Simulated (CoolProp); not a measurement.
Vapour-liquid equilibrium of ethane (1) + hydrogen sulfide (2) at -32.35 °C; x and y are mole fractions of (1).

The numbers come from the multi-fluid Helmholtz-energy mixture model, Bücker 2006 and Lemmon 2006; pair parameters Kunz 2012 in CoolProp.

### Question
Give the bubble pressure and the first vapour's composition at x = 0.25, 0.85, 0.95. Is there an azeotrope?

### Answer
x = 0.25: 0.8138 MPa, y = 0.617; x = 0.85: 1.002 MPa, y = 0.859; x = 0.95: 1.000 MPa, y = 0.945. y crosses x between x = 0.85 and 0.95: the model has an azeotrope there.

Pair parameters are fitted to limited data, so mixtures are less certain than the pure fluids. With so large a gap from Raoult's law the liquid may split in two, which this calculation doesn't test in full.
